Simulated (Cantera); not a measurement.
Input: 1 mol Si₃N₄, 0.39 mol H₂O, 52 mol H₂, equilibrated at 11.0 mbar.

These are equilibrium values from Cantera (NASA tables, ideal gas, pure condensed phases), not measurements of a reactor. Candidate condensed phases: H₂O, Si, SiO₂, Si₂N₂O, Si₃N₄; 35 gas species. Gases not in the tables: Si₂H₆ and higher silanes. Equilibrium is a limit: real reactors are often held back by kinetics, nucleation or transport.

Task: At 1798 K, list the 7 most abundant gas species with their mole fractions, and the condensed phases.

Result: H₂ 0.953, N₂ 0.0364, SiO 0.00711, H 0.00328, Si 0.000280, SiH 3.29e-5, SiH₂ 2.81e-5. Condensed: Si(l).
